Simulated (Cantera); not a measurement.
A freely propagating, adiabatic, planar premixed flame of H2 : O2 : N2 = 1 : 0.455 : 1.71 (molar parts), unburnt at 700 K and 120 Torr; mixture-averaged transport, grid criteria slope 0.08 and curve 0.16, no radiation.

Detailed kinetics in Cantera: the H2/O2 subset of GRI-Mech 3.0, which has no nitrogen chemistry. Burning velocities carry a grid error of a few per cent, more on coarse grids.

What does this change do: inlet temperature 700 to 673 K?


```json
[
 {"quantity": "laminar burning velocity", "before": "879 cm/s", "after": "810 cm/s"},
 {"quantity": "thermal thickness", "before": "5.64 mm", "after": "5.50 mm"},
 {"quantity": "peak x(H2O2)", "before": "9.52e-7", "after": "9.55e-7"},
 {"quantity": "peak x(OH)", "before": "0.0203", "after": "0.0199"},
 {"quantity": "peak x(O)", "before": "0.0163", "after": "0.0159"}
]
```

What does this change do: H2 1 to 1.3 parts?


| quantity | before | after |
|---|---|---|
| laminar burning velocity | 879 cm/s | 942 cm/s |
| thermal thickness | 5.64 mm | 5.43 mm |
| peak x(H2O2) | 9.52e-7 | 6.55e-7 |
| peak x(OH) | 0.0203 | 0.0149 |
| peak x(O) | 0.0163 | 0.0108 |
